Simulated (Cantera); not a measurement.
Charge: 1 mol SiH₂Cl₂, 190 mol H₂, 0.028 mol CH₄, equilibrated at 950 K and 1.33 mbar.

Equilibrium computed with Cantera from the NASA thermochemical tables; the gas is ideal and each condensed phase is pure. Candidate condensed phases: C, C₆H₆, C₇H₈, C₈H₁₈, Si, SiC; 109 gas species. The tables' values for SiCl₃ are old estimates; treat these amounts as uncertain. Equilibrium is a limit: real reactors are often held back by kinetics, nucleation or transport.

Base state: H₂ 0.991, HCl 0.00881, SiCl₄ 0.000228, SiCl₂ 0.000120, SiHCl₃ 0.000118, SiCl₃ 2.86e-5 (mole fractions); condensed: Si(s) + SiC(s).

What changes in the equilibrium state with this change: pressure from 1.33 mbar to 14.0 mbar?


```tsv
species	before	after
H₂	0.991	0.993
HCl	0.00881	0.00630
SiCl₄	0.000228	0.000622
SiH₂Cl₂	6.16e-6	3.30e-5
SiHCl₃	0.000118	0.000450
Si(s), mol	0.876	0.742
SiC(s), mol	0.0280	0.0279
```
